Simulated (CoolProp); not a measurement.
Chloromethane (R40) at several states: density (kg/m³) from the reference equation and from simpler models built on Tc = 418.6 K, pc = 69.29 bar, ω = 0.150; each cubic takes its own stable root.

Model: reference Helmholtz-energy equation of state, Thol 2014, in CoolProp.

```
T (K)  p (bar)   phase  reference  Redlich-Kwong  Peng-Robinson
-----  -------  ------  ---------  -------------  -------------
405.5      144  liquid          …              …              …
456       19.4     gas          …              …              …
311.5      330  liquid      947.5              …          991.3
```

**Question.** Some entries are withheld; supply them.

**Answer.** 
- 405.5, reference: 705.1
- 405.5, Redlich-Kwong: 620.9
- 405.5, Peng-Robinson: 698.6
- 456, reference: 28.09
- 456, Redlich-Kwong: 28.01
- 456, Peng-Robinson: 28.23
- 311.5, Redlich-Kwong: 872.7
